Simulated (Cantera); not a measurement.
What does this Cantera script print?

```python
import numpy as np
import cantera as ct

gas_names = [...]  # 76 gases of nasa_gas.yaml made of C, H
cond_names = """
    C(gr) C6H6(L) C7H8(L) C8H18(L),n-octa
""".split()


# ... load() reads the species with a 1 bar reference pressure and builds the phases ...
atoms = {
    'C6H6': {'C': 6, 'H': 6},
    'H2': {'H': 2},
}
top_T = {'C(gr)': 4500}  # K; cautious upper limits of use, not melting points


# ... equilibrate(T, P, feed) seeds the gas with the atoms and calls Mixture.equilibrate('TP', solver="vcs", rtol=1e-11, max_steps=5000) ...
results = []
feed = {'C6H6': 1, 'H2': 3}  # mol
T = 2900  # K
P = 10000  # Pa
mix = equilibrate(T, P, feed)
results.append((T, P, feed, dict(zip(mix.species_names, mix.species_moles))))
print(gas.report(threshold=1e-06))
for i in range(1, mix.n_phases):
    print(f"{mix.phase(i).name:16s} {mix.phase_moles(i):12.5e} mol")
```

Result:

```
       temperature   2900 K
          pressure   10000 Pa
           density   0.0010679 kg/m^3
  mean mol. weight   2.5749 kg/kmol
   phase of matter   gas

                          1 kg             1 kmol
                     ---------------   ---------------
          enthalpy        5.9732e+07         1.538e+08  J
   internal energy        5.0368e+07        1.2969e+08  J
           entropy             85688        2.2064e+05  J/K
    Gibbs function       -1.8876e+08       -4.8604e+08  J
 heat capacity c_p             13086             33694  J/K
 heat capacity c_v            9856.5             25379  J/K

                      mass frac. Y      mole frac. X     chem. pot. / RT
                     ---------------   ---------------   ---------------
                 C        0.00088328        0.00018936           -3.6165
                CH        0.00013179        2.6065e-05           -15.333
               CH2        0.00015542         2.853e-05            -27.05
               CH3         0.0001641        2.8104e-05           -38.767
               CH4        2.4198e-05        3.8838e-06           -50.484
                C2        0.00096082        0.00010299           -7.2329
               C2H          0.019702         0.0020268            -18.95
    C2H2,acetylene           0.31114          0.030768           -30.667
   C2H2,vinylidene        0.00077251        7.6393e-05           -30.667
        C2H3,vinyl        2.3255e-05         2.214e-06           -42.383
                C3          0.014472         0.0010341           -10.849
    C3H3,propargyl        4.7689e-05         3.144e-06               -46
                C4        4.8545e-05        2.6017e-06           -14.466
              C4H2          0.011485        0.00059077             -37.9
                C5        0.00032267        1.3835e-05           -18.082
              C6H2        0.00034546        1.2007e-05           -45.132
                 H            0.1163           0.29708           -11.717
                H2           0.52302           0.66802           -23.434
     [  +58 minor]        6.0366e-06        5.2051e-07

C(gr)             5.49224e+00 mol
```

These are equilibrium values from Cantera (NASA tables, ideal gas, pure condensed phases), not measurements of a reactor.
